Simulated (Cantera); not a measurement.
Charge: 1 mol CsOH, 0.55 mol H₂O, 5.8 mol H₂, at 0.100 bar.

Method: chemical equilibrium by Gibbs-energy minimisation in Cantera with the NASA 1993 tables (ideal gas, pure condensed phases). Candidate condensed phases: Cs, CsOH, H₂O; 15 gas species. The numbers say what is thermodynamically allowed, not how fast it happens.

Task: At 1027 °C, list the 4 most abundant gas species with their mole fractions, and the condensed phases.

Result: H₂ 0.757, H₂O 0.109, CsOH 0.0980, Cs 0.0355. Condensed: gas only.
